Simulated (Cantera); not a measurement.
A perfectly stirred reactor is fed with 87.0 % NO, 13.0 % N2, at 1.88 atm; it is held at 1723 K, and followed from long to short residence time.

Computed with Cantera and GRI-Mech 3.0 (53 species, 325 reactions).

Problem. Predict: x(NO) at τ = 3.60 s; x(O2) at τ = 3.60 s; x(NO2) at τ = 3.60 s; x(N2) at τ = 3.60 s; x(N2O) at τ = 3.60 s; x(NO) at τ = 0.170 s; x(O2) at τ = 0.170 s; x(NO2) at τ = 0.170 s; x(N2) at τ = 0.170 s; x(N2O) at τ = 0.170 s.

Solution. 
```
Quantity                  Value
---------------------  --------
x(NO) at τ = 3.60 s       0.481
x(O2) at τ = 3.60 s       0.193
x(NO2) at τ = 3.60 s    0.00189
x(N2) at τ = 3.60 s       0.324
x(N2O) at τ = 3.60 s    9.32e-5
x(NO) at τ = 0.170 s      0.819
x(O2) at τ = 0.170 s     0.0241
x(NO2) at τ = 0.170 s   0.00128
x(N2) at τ = 0.170 s      0.155
x(N2O) at τ = 0.170 s  0.000274
```
